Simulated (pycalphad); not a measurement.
Computed with pycalphad from the COST 507 light-alloy database (1999), at 1 atm. The data set is of 1999 and partly superseded. Amounts are mole fractions of atoms.

Question: Give the equilibrium state of Cu-1.994Si (wt.%) at 1027 °C.

Answer: liquid, fraction 0.567, with 2.6 Si wt.%; fcc, fraction 0.433, with 1.3 Si wt.%.
